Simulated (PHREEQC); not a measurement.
# Metal-bearing waste water: an equilibrium model

Dissolve 0.0083 mol NiSO4, 0.0063 mol NaH2PO4 and 0.00011 mol NaCl per kg of water at 25 °C. Closed to the air; pH follows from the charge balance.

Computed with PHREEQC (ion-association model, wateq4f.dat).

The pH is 4.78. The ionic strength comes out as 0.0314 mol/kgw.

```
species     molality  activity   log γ
----------  --------  --------  ------
Na+          0.00631   0.00536  -0.071
Ni+2         0.00628   0.00324  -0.288
H2PO4-       0.00625   0.00533  -0.069
SO4-2        0.00617   0.00323  -0.281
NiSO4        0.00202   0.00204   0.003
Cl-         0.000109   9.19e-5  -0.075
NaSO4-      0.000102   8.67e-5  -0.069
HPO4-2       3.79e-5   1.99e-5  -0.280
H+           1.91e-5   1.66e-5  -0.059
H3PO4        1.30e-5   1.31e-5   0.003
HSO4-        6.16e-6   5.22e-6  -0.072
NiCl+        8.82e-7   7.47e-7  -0.072
Ni(SO4)2-2   6.85e-7   3.53e-7  -0.288
NaHPO4-      2.44e-7   2.08e-7  -0.069
NiOH+        3.17e-8   2.68e-8  -0.072
```

Precipitation was switched off in this run. Species that the database lacks are ignored. H3PO4, which wateq4f.dat lacks, is added to it with the constant of phreeqc.dat. The database has no phosphate complexes of Ni.
